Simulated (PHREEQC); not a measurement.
Synthetic water in mg/kgw, 5 °C, pH 6.98, pe -1.1: Na 0.452; K 0.0195; Ca 7.1; Mg 0.366; Cl 5.63; S(6) as SO4 4.29; Alkalinity as HCO3 8.73; Zn 0.00506; Mn(2) 0.187; B 0.00075; Ba 0.00566; Fe(2) 0.00354.

Cl is adjusted to close the charge balance.
Valence states are taken as typed.

Equilibrium calculation in PHREEQC: ion-association model, phreeqc.dat.

- ionic strength: 0.000648 mol/kgw

| species | molality | activity | log γ |
|---|---|---|---|
| Cl- | 0.000179 | 0.000174 | -0.012 |
| Ca+2 | 0.000176 | 0.000158 | -0.048 |
| HCO3- | 0.000143 | 0.000139 | -0.012 |
| CO2 | 4.77e-5 | 4.78e-5 | 0.000 |
| SO4-2 | 4.36e-5 | 3.90e-5 | -0.048 |
| Na+ | 1.97e-5 | 1.91e-5 | -0.012 |

Precipitation was switched off in this run. Species that the database lacks are ignored. At this temperature some constants are extrapolated from 25 °C, and those without enthalpy data are left unchanged.
